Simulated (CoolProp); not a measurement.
Model: reference Helmholtz-energy equation of state, McLinden 2015, in CoolProp.

Give the vapour pressure (bar), liquid density (kg/m³), vapour density (kg/m³), enthalpy of vaporisation (kJ/kg) of saturated the fluoroketone C6F12O (FK-5-1-12) at 238.9 K.


```json
[
 {"T (K)": "238.9", "p (bar)": "0.0147", "liquid density (kg/m³)": "1770", "vapour density (kg/m³)": "0.235", "enthalpy of vaporisation (kJ/kg)": "111"}
]
```
